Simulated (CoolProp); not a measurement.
Vapour-liquid equilibrium of R125 (1) + R134a (2) at 229.9 K; x and y are mole fractions of (1).

The numbers come from the multi-fluid Helmholtz-energy mixture model, Lemmon 2005 and Tillner-Roth 1994; pair parameters Lemmon 2004 in CoolProp.

Give the bubble pressure and the first vapour's composition at x = 0.2, 0.575, 0.8. Is there an azeotrope?

x = 0.2: 0.06074 MPa, y = 0.426; x = 0.575: 0.09254 MPa, y = 0.792; x = 0.8: 0.1111 MPa, y = 0.916. No azeotrope shows between x = 0.05 and 0.95.

Pair parameters are fitted to limited data, so mixtures are less certain than the pure fluids.
